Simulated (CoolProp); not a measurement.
Vapour-liquid equilibrium of R1234ze(E) (1) + R227EA (2) at 13.55 °C; x and y are mole fractions of (1).

Model: multi-fluid Helmholtz-energy mixture model, Thol 2016 and Lemmon 2016; pair parameters Bell 2023, in CoolProp.

```json
[
 {"x": "0.05", "bubble pressure (MPa)": "?", "y at the bubble point": "0.057", "dew pressure at overall composition x (MPa)": "0.3177", "liquid density (mol/L)": "8.518"},
 {"x": "0.125", "bubble pressure (MPa)": "0.3220", "y at the bubble point": "0.140", "dew pressure at overall composition x (MPa)": "0.3213", "liquid density (mol/L)": "8.645"},
 {"x": "0.2", "bubble pressure (MPa)": "0.3258", "y at the bubble point": "0.221", "dew pressure at overall composition x (MPa)": "?", "liquid density (mol/L)": "8.776"},
 {"x": "0.275", "bubble pressure (MPa)": "0.3293", "y at the bubble point": "0.300", "dew pressure at overall composition x (MPa)": "0.3282", "liquid density (mol/L)": "8.911"},
 {"x": "0.35", "bubble pressure (MPa)": "0.3326", "y at the bubble point": "0.376", "dew pressure at overall composition x (MPa)": "0.3315", "liquid density (mol/L)": "9.051"},
 {"x": "0.425", "bubble pressure (MPa)": "?", "y at the bubble point": "0.450", "dew pressure at overall composition x (MPa)": "0.3345", "liquid density (mol/L)": "9.196"},
 {"x": "0.5", "bubble pressure (MPa)": "?", "y at the bubble point": "0.523", "dew pressure at overall composition x (MPa)": "0.3374", "liquid density (mol/L)": "9.346"},
 {"x": "0.575", "bubble pressure (MPa)": "?", "y at the bubble point": "0.594", "dew pressure at overall composition x (MPa)": "0.3399", "liquid density (mol/L)": "9.503"},
 {"x": "0.65", "bubble pressure (MPa)": "0.3426", "y at the bubble point": "0.665", "dew pressure at overall composition x (MPa)": "0.3422", "liquid density (mol/L)": "9.665"},
 {"x": "0.725", "bubble pressure (MPa)": "0.3443", "y at the bubble point": "0.736", "dew pressure at overall composition x (MPa)": "0.3440", "liquid density (mol/L)": "?"},
 {"x": "0.8", "bubble pressure (MPa)": "0.3456", "y at the bubble point": "0.806", "dew pressure at overall composition x (MPa)": "0.3455", "liquid density (mol/L)": "10.01"},
 {"x": "0.875", "bubble pressure (MPa)": "0.3465", "y at the bubble point": "0.878", "dew pressure at overall composition x (MPa)": "0.3465", "liquid density (mol/L)": "10.19"},
 {"x": "0.95", "bubble pressure (MPa)": "0.3471", "y at the bubble point": "0.951", "dew pressure at overall composition x (MPa)": "0.3471", "liquid density (mol/L)": "10.39"}
]
```

Task: Some entries are withheld; supply them.

Result: 
- 0.05, bubble pressure (MPa): 0.3181
- 0.2, dew pressure at overall composition x (MPa): 0.3248
- 0.425, bubble pressure (MPa): 0.3355
- 0.5, bubble pressure (MPa): 0.3382
- 0.575, bubble pressure (MPa): 0.3405
- 0.725, liquid density (mol/L): 9.834

No azeotrope shows between x = 0.05 and 0.95.

The pair parameters rest on a limited set of measurements; away from them the model extrapolates.
